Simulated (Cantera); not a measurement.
A closed system holds: 1 mol n-butane, 80 mol H2, 0.41 mol N2, at 1 atm.

Cantera equilibrium calculation (NASA polynomials, part measured and part estimated; ideal gas, pure solids and liquids). Candidate condensed phases: C, C6H6, C7H8, C8H18; 92 gas species. Rates play no part.

Q: What share of the C ends up in condensed phases as a function of T (K), at 1548, 1648, 1748, 1848, 1948, 2048, 2148, 2248, 2348, 2448?

A: 
```tsv
T (K)	C condensed (%)	as
1548	95.3	C(graphite)
1648	96.5	C(graphite)
1748	96.8	C(graphite)
1848	96.3	C(graphite)
1948	94.9	C(graphite)
2048	92.1	C(graphite)
2148	87.6	C(graphite)
2248	80.5	C(graphite)
2348	70.1	C(graphite)
2448	55.3	C(graphite)
```
